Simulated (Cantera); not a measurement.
## Silicon carbide growth: SiH2Cl2 + C2H2 + H2

Input: 1 mol SiH2Cl2, 0.98 mol C2H2, 630 mol H2, equilibrated at 750 Torr.

Equilibrium computed with Cantera from the NASA thermochemical tables; the gas is ideal and each condensed phase is pure. Candidate condensed phases: C, C6H6, C7H8, C8H18, Si, SiC; 109 gas species. Equilibrium is a limit: real reactors are often held back by kinetics, nucleation or transport.

| T (K) | x H2 | x HCl | x H | x CH4 | x C2H2 (acetylene) | n C(graphite) | n SiC(s) |
|---|---|---|---|---|---|---|---|
| 1700 | 0.996 | 0.00316 | 0.000147 | 0.00109 | 7.31e-5 | 0.175 | 0.999 |
| 1750 | 0.996 | 0.00316 | 0.000232 | 0.000905 | 0.000114 | 0.236 | 0.999 |
| 1800 | 0.996 | 0.00316 | 0.000357 | 0.000763 | 0.000175 | 0.249 | 0.999 |
| 1850 | 0.995 | 0.00316 | 0.000537 | 0.000649 | 0.000260 | 0.212 | 0.998 |
| 1900 | 0.995 | 0.00316 | 0.000792 | 0.000557 | 0.000380 | 0.118 | 0.997 |
| 1950 | 0.995 | 0.00315 | 0.00114 | 0.000469 | 0.000517 | 0 | 0.996 |
| 2000 | 0.994 | 0.00315 | 0.00162 | 0.000363 | 0.000573 | 0 | 0.991 |
x: gas mole fraction; n: condensed amount in mol.

From 1700 K to 1900 K the condensed part is C(graphite) + SiC(s). From 1950 K to 2000 K the condensed part is SiC(s). The main Si-bearing gas is SiCl2 at 1700 K and SiH2 at 2000 K.
